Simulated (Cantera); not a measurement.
Ignition delay

Mixture: 9.03 % CH4, 5.32 % H2, 17.2 % O2, 64.9 % N2, 3.52 % H2O, at 14.0 bar, adiabatic and at constant volume. Ignition delay is the time to a rise of 400 K.

Model: GRI-Mech 3.0 (53 species, 325 reactions), integrated in Cantera. The pressure lies above the range GRI-Mech 3.0 was tuned for (to about 10 atm).

```tsv
T0 (K)	delay (ms)
1198	0.290
1298	0.100
1398	0.0474
1498	0.0253
1598	0.0142
1698	0.00818
1798	0.00488
1898	0.00301
1998	0.00192
```

apparent activation energy between 1798 and 1998 K: 140 kJ/mol
